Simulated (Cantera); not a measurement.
Input: 1 mol Si₃N₄, 0.57 mol CO₂, 200 mol H₂, equilibrated at 2123 K and 2.20 Pa.

Method: chemical equilibrium by Gibbs-energy minimisation in Cantera with the NASA 1993 tables (ideal gas, pure condensed phases). Candidate condensed phases: C, C₆H₆, C₇H₈, C₈H₁₈, H₂O, Si, SiC, SiO₂, Si₂N₂O, Si₃N₄; 151 gas species. Kinetics and transport are ignored.

Base state: H 0.519, H₂ 0.461, Si 0.00874, N₂ 0.00720, SiO 0.00205, CO 0.00205, SiH 1.44e-5 (mole fractions); condensed: gas only.

Task: What changes in the equilibrium state with this change: temperature from 2123 K to 1673 K?

Result: 
```csv
species,before,after
H₂,0.461,0.953
H,0.519,0.0237
N₂,0.00720,0.00964
Si,0.00874,0.00828
Si₂C,<1e-9,4.24e-5
Si₂,1.35e-7,1.39e-5
SiH,1.44e-5,6.41e-5
SiO,0.00205,0.00440
"SiC(s), mol",0,0.331
```
